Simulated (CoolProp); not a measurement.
Vapour-liquid equilibrium of CH2F2 (R32) (1) + dimethyl ether (2) at -29.75 °C; x and y are mole fractions of (1).

The numbers come from the multi-fluid Helmholtz-energy mixture model, Tillner-Roth 1997 and Wu 2011; pair parameters Bell 2016 in CoolProp.

```json
[
 {"x": "0.05", "bubble pressure, mixture model (bar)": "0.8968", "bubble pressure, Raoult's law (bar)": "0.9096", "y, mixture model": "___", "y, Raoult's law": "0.152"},
 {"x": "0.2", "bubble pressure, mixture model (bar)": "___", "bubble pressure, Raoult's law (bar)": "1.202", "y, mixture model": "0.445", "y, Raoult's law": "0.460"},
 {"x": "0.35", "bubble pressure, mixture model (bar)": "1.489", "bubble pressure, Raoult's law (bar)": "1.495", "y, mixture model": "0.641", "y, Raoult's law": "0.647"},
 {"x": "0.5", "bubble pressure, mixture model (bar)": "1.800", "bubble pressure, Raoult's law (bar)": "1.787", "y, mixture model": "0.769", "y, Raoult's law": "0.773"},
 {"x": "0.65", "bubble pressure, mixture model (bar)": "2.099", "bubble pressure, Raoult's law (bar)": "2.080", "y, mixture model": "0.858", "y, Raoult's law": "0.863"},
 {"x": "0.8", "bubble pressure, mixture model (bar)": "2.386", "bubble pressure, Raoult's law (bar)": "2.373", "y, mixture model": "___", "y, Raoult's law": "0.932"},
 {"x": "0.95", "bubble pressure, mixture model (bar)": "2.667", "bubble pressure, Raoult's law (bar)": "2.665", "y, mixture model": "0.982", "y, Raoult's law": "0.985"}
]
```

Q: Fill in the missing entries.

A: 
- 0.05, y, mixture model: 0.137
- 0.2, bubble pressure, mixture model (bar): 1.181
- 0.8, y, mixture model: 0.925

The largest gap from Raoult's law is -1.7 % in bubble pressure, at x = 0.2. No azeotrope shows between x = 0.05 and 0.95.

The pair parameters rest on a limited set of measurements; away from them the model extrapolates. The gap from Raoult's law changes sign with composition, which may be real or a fault of the pair parameters; it wasn't checked against measurements.
